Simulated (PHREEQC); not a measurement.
Make-up at 25 °C: 0.0091 mol Mg(NO3)2 and 0.00074 mol H2SO4 per kg of water. Closed to the air; pH follows from the charge balance.

Equilibrium calculation in PHREEQC: ion-association model, phreeqc.dat.

Each row changes one thing in this solution. No solid was allowed to form.

```
case                                            pH  ionic strength (mol/kgw)
--------------------------------------------  ----  ------------------------
as made                                       2.90                    0.0284
temperature from 25 to 45 °C                  2.90                    0.0281
H2SO4 from 0.00074 to 0.00037 mol/kgw         3.19                    0.0278
H2SO4 replaced by MgSO4 at the same molality  6.77                    0.0291
Mg(NO3)2 from 0.0091 to 0.00819 mol/kgw       2.90                    0.0257
Mg(NO3)2 from 0.0091 to 0.00182 mol/kgw       2.88                   0.00711
Mg(NO3)2 from 0.0091 to 0.01 mol/kgw          2.90                    0.0311
temperature from 25 to 85 °C                  2.92                    0.0276
H2SO4 left out                                6.77                    0.0273
```

At this temperature some constants are extrapolated from 25 °C, and those without enthalpy data are left unchanged.
